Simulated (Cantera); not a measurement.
Input: 1 mol Si, 0.52 mol O₂, 3.3 mol N₂, held at 1850 K and 7.50 Torr.

These are equilibrium values from Cantera (NASA tables, ideal gas, pure condensed phases), not measurements of a reactor. Candidate condensed phases: Si, SiO₂, Si₂N₂O, Si₃N₄; 16 gas species. The tables hold silica as quartz up to 1696 K and as liquid above; real silica turns to tridymite and cristobalite and melts near 1996 K. The numbers say what is thermodynamically allowed, not how fast it happens.

Problem. What is the equilibrium state?

Solution. 
```json
{
 "x(N₂)": "0.775",
 "x(SiO)": "0.225",
 "x(SiO₂)": "1.55e-6",
 "n(SiO₂(condensed))": "0.0400 mol",
 "gas_amount": "4.260 mol",
 "log10 activity of Si(l) (absent)": "-3.02"
}
```
